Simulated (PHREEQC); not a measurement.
A solution holds 0.021 mol/kgw HCl, 0.003 mol/kgw Al2(SO4)3 and 8e-05 mol/kgw Fe2(SO4)3, at 20 °C. Closed to the air; pH follows from the charge balance.

All values are PHREEQC results (ion-association model, phreeqc.dat), not measurements.

No solid was allowed to form.

**Question.** What pH, ionic strength does the model give?

**Answer.** pH 1.79; ionic strength 0.0399 mol/kgw.

**Question.** In which forms is Al present?

**Answer.** AlSO4+ 57 %, Al+3 41 %, Al(SO4)2- 2.6 % of the Al.

Examples of supersaturated solids here: Hematite (slow to form), Goethite (slow to form). Others may be too. Complexes and solids missing from the database can't appear.
